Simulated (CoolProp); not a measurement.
Saturation properties of octamethyltrisiloxane (MDM) (Tc = 565.4 K, pc = 1.438 MPa, ω = 0.528).

Computed with CoolProp (reference Helmholtz-energy equation of state, Thol 2017).

```
T (K)    p (MPa)  vapour density (kg/m³)  enthalpy of vaporisation (kJ/kg)  liquid cp (kJ/(kg K))
-----  ---------  ----------------------  --------------------------------  ---------------------
270.2   6.273e-5                0.006606                             215.4                  1.724
292.7  0.0003465                 0.03371                             206.5                  1.771
315.3   0.001420                  0.1285                             197.6                  1.823
337.8   0.004566                       …                             188.8                  1.879
360.3    0.01219                  0.9779                             180.0                  1.936
382.9    0.02819                   2.157                             170.9                      …
405.4    0.05771                   4.261                             161.5                  2.056
427.9     0.1075                       …                             151.5                  2.119
```

### Question
What belongs in the gaps?

### Answer

- 337.8, vapour density (kg/m³): 0.3874
- 382.9, liquid cp (kJ/(kg K)): 1.996
- 427.9, vapour density (kg/m³): 7.747

It boils at 425.6 K under 1 atm.
